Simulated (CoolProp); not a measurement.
Properties of propylene at several states (Tc = 364.2 K, pc = 4555 kPa, ω = 0.146).

Model: reference Helmholtz-energy equation of state, Lemmon 2013, in CoolProp.

```tsv
T (K)	p (kPa)	phase	density (kg/m³)	Joule-Thomson coefficient (K/MPa)	isothermal compressibility (1/MPa)	fugacity coefficient
237.2	474	liquid	…	…	…	…
253.6	2480	liquid	577.2	…	0.002659	0.1251
239.8	226	liquid	592.1	…	…	…
```

**Question.** Fill in the missing entries.

**Answer.** 
- 237.2, density (kg/m³): 595.8
- 237.2, Joule-Thomson coefficient (K/MPa): -0.3670
- 237.2, isothermal compressibility (1/MPa): 0.002186
- 237.2, fugacity coefficient: 0.3395
- 253.6, Joule-Thomson coefficient (K/MPa): -0.3145
- 239.8, Joule-Thomson coefficient (K/MPa): -0.3556
- 239.8, isothermal compressibility (1/MPa): 0.002284
- 239.8, fugacity coefficient: 0.7799
